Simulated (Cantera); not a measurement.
Charge: 1 mol C2H5OH, 73 mol H2, equilibrated at 1 atm.

These are equilibrium values from Cantera (NASA tables, ideal gas, pure condensed phases), not measurements of a reactor. Candidate condensed phases: C, C6H6, C7H8, C8H18, H2O; 110 gas species. Equilibrium is a limit: real reactors are often held back by kinetics, nucleation or transport.

Which condensed phases are stable at each of these points (T (K)): 1198, 1398, 1598, 1798, 1998, 2198, 2398?


```
T (K)  condensed phases  C condensed (%)
-----  ----------------  ---------------
1198           gas only              0.0
1398        C(graphite)             33.8
1598        C(graphite)             43.6
1798        C(graphite)             45.7
1998        C(graphite)             42.5
2198        C(graphite)             29.7
2398           gas only              0.0
```

At 1198 K nothing is condensed. From 1398 K to 2198 K the condensed part is C(graphite). At 2398 K nothing is condensed.
